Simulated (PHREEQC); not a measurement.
1 kg of water holding 38 mmol/kgw NaCl meets 20 L of dry gas (O2 1 by moles) at fixed total pressure, at 60 °C; fugacities by Peng-Robinson. The gases take part in no redox reaction, some water evaporates into the gas, and hydrates or a liquid gas phase aren't modelled. No solid was allowed to form.

The numbers come from PHREEQC with the ion-association model, phreeqc.dat.

```tsv
P (atm)	dissolved O2 (mol/kgw)	φ of O2
2	0.00154	0.999
10	0.00823	0.994
20	0.0163	0.989
30	0.0242	0.984
50	0.0391	0.974
100	0.0723	0.954
150	0.101	0.940
200	0.126	0.930
400	0.199	0.928
```

Species that the database lacks are ignored. At this temperature some constants are extrapolated from 25 °C, and those without enthalpy data are left unchanged.
